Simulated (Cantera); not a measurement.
An adiabatic, constant-volume homogeneous reactor starts with CH₄ : CO : O₂ : N₂ = 1 : 0.14 : 5.75 : 50.6 (molar parts), equivalence ratio 0.36, at 1750 K and 4500 Torr. Integrator tolerance rtol = 1e-08.

Detailed kinetics in Cantera: GRI-Mech 3.0 (53 species, 325 reactions).

Question: What does this change do: pressure from 4500 Torr to 3980 Torr?

Answer: 
```tsv
quantity	before	after
time of steepest temperature rise	49.6 µs	54.7 µs
temperature at 8.00 s	2225 K	2225 K
equilibrium temperature	2225 K	2225 K
x(CH₄) at 8.00 s	<1e-12 (gas-phase equilibrium <1e-12)	<1e-12 (gas-phase equilibrium <1e-12)
x(CO) at 8.00 s	0.000209 (gas-phase equilibrium 0.000209)	0.000221 (gas-phase equilibrium 0.000221)
x(O₂) at 8.00 s	0.0599 (gas-phase equilibrium 0.0599)	0.0599 (gas-phase equilibrium 0.0599)
x(NO) at 8.00 s	0.00756 (gas-phase equilibrium 0.00756)	0.00755 (gas-phase equilibrium 0.00755)
x(H₂O₂) at 8.00 s	8.37e-8 (gas-phase equilibrium 8.37e-8)	7.85e-8 (gas-phase equilibrium 7.85e-8)
x(C₂H₄) at 8.00 s	<1e-12 (gas-phase equilibrium <1e-12)	<1e-12 (gas-phase equilibrium <1e-12)
```

Question: What does this change do: initial temperature 1750 to 1000 K?

Answer: 
```tsv
quantity	before	after
time of steepest temperature rise	49.6 µs	0.256 s
temperature at 8.00 s	2225 K	1550 K
equilibrium temperature	2225 K	1547 K
x(CH₄) at 8.00 s	<1e-12 (gas-phase equilibrium <1e-12)	<1e-12 (gas-phase equilibrium <1e-12)
x(CO) at 8.00 s	0.000209 (gas-phase equilibrium 0.000209)	2.61e-7 (gas-phase equilibrium 2.52e-7)
x(O₂) at 8.00 s	0.0599 (gas-phase equilibrium 0.0599)	0.0641 (gas-phase equilibrium 0.0636)
x(NO) at 8.00 s	0.00756 (gas-phase equilibrium 0.00756)	3.93e-6 (gas-phase equilibrium 0.000894)
x(H₂O₂) at 8.00 s	8.37e-8 (gas-phase equilibrium 8.37e-8)	7.39e-9 (gas-phase equilibrium 7.24e-9)
x(C₂H₄) at 8.00 s	<1e-12 (gas-phase equilibrium <1e-12)	<1e-12 (gas-phase equilibrium <1e-12)
```

Question: What does this change do: 0.092 parts C2H6 added?

Answer: 
```
quantity                                                              before                                      after
---------------------------------  -----------------------------------------  -----------------------------------------
time of steepest temperature rise                                    49.6 µs                                    18.5 µs
temperature at 8.00 s                                                 2225 K                                     2293 K
equilibrium temperature                                               2225 K                                     2293 K
x(CH₄) at 8.00 s                       <1e-12 (gas-phase equilibrium <1e-12)      <1e-12 (gas-phase equilibrium <1e-12)
x(CO) at 8.00 s                    0.000209 (gas-phase equilibrium 0.000209)  0.000388 (gas-phase equilibrium 0.000388)
x(O₂) at 8.00 s                        0.0599 (gas-phase equilibrium 0.0599)      0.0537 (gas-phase equilibrium 0.0537)
x(NO) at 8.00 s                      0.00756 (gas-phase equilibrium 0.00756)    0.00826 (gas-phase equilibrium 0.00826)
x(H₂O₂) at 8.00 s                    8.37e-8 (gas-phase equilibrium 8.37e-8)    1.08e-7 (gas-phase equilibrium 1.08e-7)
x(C₂H₄) at 8.00 s                      <1e-12 (gas-phase equilibrium <1e-12)      <1e-12 (gas-phase equilibrium <1e-12)
```
